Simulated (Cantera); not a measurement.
A perfectly stirred reactor is fed with CH3OH : O2 : N2 = 1 : 1.15 : 4.34 (molar parts), equivalence ratio 1.3, at 10.0 bar; it is adiabatic with a 750 K inlet, and is followed from long to short residence time, starting on the burning branch (τ in s: 0.045, 0.024, 0.013, 0.0069, 0.0037, 0.002, 0.0011, 0.00057, 0.00031, 0.00016, 8.8e-05, 4.7e-05, 2.5e-05).

Detailed kinetics in Cantera: GRI-Mech 3.0 (53 species, 325 reactions). GRI-Mech 3.0 was tuned for natural gas; its chemistry of methanol as a main component is partial and can be far from experiment.

One state of this run: T (K) = 2379; x CH3OH = 7.55e-6; x O2 = 0.000656; x C2H6 = 9.93e-11; x OH = 0.00272; x CH2CO = 5.56e-8. x: mole fraction; the columns are a selection and need not sum to one.

Q: Which value of τ (s) does it belong to?
A) 0.00057
B) 8.8e-5
C) 0.045
D) 0.0011

A: D, 0.0011
